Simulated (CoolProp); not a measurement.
Model: reference Helmholtz-energy equation of state, Lemmon 2006, in CoolProp. It is a short technical equation, of lower accuracy than the large ones.

Question: Give the vapour pressure (bar), liquid density (kg/m³), enthalpy of vaporisation (kJ/kg), vapour Z of saturated C3F8 (R218) at -25.55, 30.65 °C.

Answer: 
| T (°C) | p (bar) | liquid density (kg/m³) | enthalpy of vaporisation (kJ/kg) | vapour Z |
|---|---|---|---|---|
| -25.55 | 1.64 | 1570 | 101 | 0.926 |
| 30.65 | 10.1 | 1290 | 72.2 | 0.740 |
